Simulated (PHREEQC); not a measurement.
Solution (20 °C): 0.011 mol HF, 0.0047 mol NH4HF2, 0.005 mol H2SiF6 and 7.9e-05 mol H2SO4 per kg of water. Closed to the air; pH follows from the charge balance.

The numbers come from PHREEQC with the ion-association model, wateq4f.dat.

Each row changes one thing in this solution. This is a speciation only: nothing precipitates in the calculation.

```json
[
 {"case": "as made", "pH": "2.17", "ionic strength (mol/kgw)": "0.0173", "HF (mol/kgw)": "0.0164", "F- (mol/kgw)": "0.00202", "H2F2 (mol/kgw)": "0.000845", "HF2- (mol/kgw)": "0.000123"},
 {"case": "H2SO4 from 7.9e-05 to 7.11e-05 mol/kgw", "pH": "2.17", "ionic strength (mol/kgw)": "0.0173", "HF (mol/kgw)": "0.0164", "F- (mol/kgw)": "0.00203", "H2F2 (mol/kgw)": "0.000845", "HF2- (mol/kgw)": "0.000123"},
 {"case": "H2SiF6 left out", "pH": "2.78", "ionic strength (mol/kgw)": "0.00657", "HF (mol/kgw)": "0.0127", "F- (mol/kgw)": "0.00607", "H2F2 (mol/kgw)": "0.000507", "HF2- (mol/kgw)": "0.000285"},
 {"case": "0.00052 mol/kgw HCl added", "pH": "2.15", "ionic strength (mol/kgw)": "0.0178", "HF (mol/kgw)": "___", "F- (mol/kgw)": "0.00193", "H2F2 (mol/kgw)": "0.000854", "HF2- (mol/kgw)": "0.000118"},
 {"case": "NH4HF2 left out", "pH": "2.01", "ionic strength (mol/kgw)": "0.0160", "HF (mol/kgw)": "0.00957", "F- (mol/kgw)": "0.000808", "H2F2 (mol/kgw)": "0.000286", "HF2- (mol/kgw)": "2.86e-5"},
 {"case": "temperature from 20 to 5 °C", "pH": "2.15", "ionic strength (mol/kgw)": "0.0176", "HF (mol/kgw)": "0.0154", "F- (mol/kgw)": "0.00234", "H2F2 (mol/kgw)": "___", "HF2- (mol/kgw)": "0.000112"},
 {"case": "H2SO4 replaced by Cs2SO4 at the same molality", "pH": "2.17", "ionic strength (mol/kgw)": "0.0174", "HF (mol/kgw)": "0.0164", "F- (mol/kgw)": "0.00205", "H2F2 (mol/kgw)": "0.000842", "HF2- (mol/kgw)": "0.000125"},
 {"case": "temperature from 20 to 65 °C", "pH": "2.23", "ionic strength (mol/kgw)": "0.0163", "HF (mol/kgw)": "0.0189", "F- (mol/kgw)": "0.00115", "H2F2 (mol/kgw)": "0.000199", "HF2- (mol/kgw)": "9.59e-5"}
]
```

Fill in the missing entries.


- 0.00052 mol/kgw HCl added, HF (mol/kgw): 0.0165
- temperature from 20 to 5 °C, H2F2 (mol/kgw): 0.00123

At this temperature some constants are extrapolated from 25 °C, and those without enthalpy data are left unchanged. SiF6-2 is the database's only silicon fluoride.
